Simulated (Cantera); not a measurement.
Charge: 1 mol Fe(CO)5, 2.3 mol CO, 16 mol H2, equilibrated at 0.135 Torr.

These are equilibrium values from Cantera (NASA tables, ideal gas, pure condensed phases), not measurements of a reactor. Candidate condensed phases: C, C6H6, C7H8, C8H18, Fe, Fe(CO)5, FeO, Fe(OH)2, Fe(OH)3, Fe2O3, Fe3O4, H2O; 114 gas species. The numbers say what is thermodynamically allowed, not how fast it happens.

x: gas mole fraction; n: condensed amount in mol.

```csv
T (K),x H2,x CO,x H,x Fe,x H2O,x CH4,n Fe(α),n Fe(γ)
1075,0.687,0.313,9.06e-7,2.51e-9,4.89e-6,3.83e-6,1.00,0
1125,0.687,0.313,2.74e-6,1.87e-8,2.49e-6,2.45e-6,1.00,0
1175,0.687,0.313,7.57e-6,1.17e-7,1.34e-6,1.63e-6,1.000,0
1225,0.687,0.313,[?],[?],[?],[?],0,1.000
1275,0.687,0.313,4.55e-5,2.93e-6,6.41e-7,5.54e-7,0,1.000
1325,0.687,0.313,[?],[?],[?],[?],0,1.000
1375,0.686,0.313,0.000212,4.56e-5,4.50e-7,1.67e-7,0,0.999
1425,0.686,0.313,0.000421,0.000155,4.09e-7,9.17e-8,0,0.996
1475,0.686,0.313,0.000800,0.000485,3.82e-7,5.14e-8,0,0.989
1525,0.684,0.313,0.00146,0.00141,3.61e-7,2.96e-8,0,0.967
```

Task: Complete the blanks.

Result: 
- 1225, x H: 1.92e-5
- 1225, x Fe: 6.27e-7
- 1225, x H2O: 8.72e-7
- 1225, x CH4: 9.73e-7
- 1325, x H: 0.000101
- 1325, x Fe: 1.22e-5
- 1325, x H2O: 5.18e-7
- 1325, x CH4: 3.06e-7
